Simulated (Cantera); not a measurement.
Adiabatic ignition

An adiabatic, constant-pressure homogeneous reactor starts with CH4 : O2 : N2 = 1 : 4.88 : 18.3 (molar parts), equivalence ratio 0.41, at 1800 K and 19.0 bar.

Cantera simulation using GRI-Mech 3.0 (53 species, 325 reactions); the numbers are that mechanism's predictions, not measurements. The pressure lies above the range GRI-Mech 3.0 was tuned for (to about 10 atm).

```tsv
t (s)	T (K)	x CH4	x O2	x O	x H2	x CH2O	x NO	x NO2
1.00e-6	1800	0.0413	0.202	8.39e-7	1.04e-5	1.55e-5	7.18e-12	<1e-12
4.84e-6	1808	0.0385	0.200	1.07e-5	0.000413	0.000880	3.02e-10	6.86e-12
2.34e-5	2600	<1e-12	0.117	0.00186	0.000506	6.57e-12	0.000240	6.29e-7
0.000113	2598	<1e-12	0.116	0.00182	0.000498	6.18e-12	0.00146	3.80e-6
0.000547	2589	<1e-12	0.114	0.00173	0.000484	5.80e-12	0.00634	1.65e-5
0.00265	2571	<1e-12	0.109	0.00155	0.000456	5.11e-12	0.0159	4.13e-5
0.0128	2567	<1e-12	0.108	0.00152	0.000450	4.97e-12	0.0181	4.69e-5
0.0619	2567	<1e-12	0.108	0.00152	0.000450	4.97e-12	0.0181	4.69e-5
0.299	2567	<1e-12	0.108	0.00152	0.000450	4.97e-12	0.0181	4.69e-5
1.45	2567	<1e-12	0.108	0.00152	0.000450	4.97e-12	0.0181	4.69e-5
7.00	2567	<1e-12	0.108	0.00152	0.000450	4.97e-12	0.0181	4.69e-5
```
x: mole fraction; the columns are a selection and need not sum to one.

* **time of steepest temperature rise**: 9.07 µs
* **temperature at 7.00 s**: 2567 K
* **equilibrium temperature**: 2567 K
* **x(CH4) at 7.00 s**: <1e-12 (gas-phase equilibrium <1e-12)
* **x(O2) at 7.00 s**: 0.108 (gas-phase equilibrium 0.108)
* **x(O) at 7.00 s**: 0.00152 (gas-phase equilibrium 0.00152)
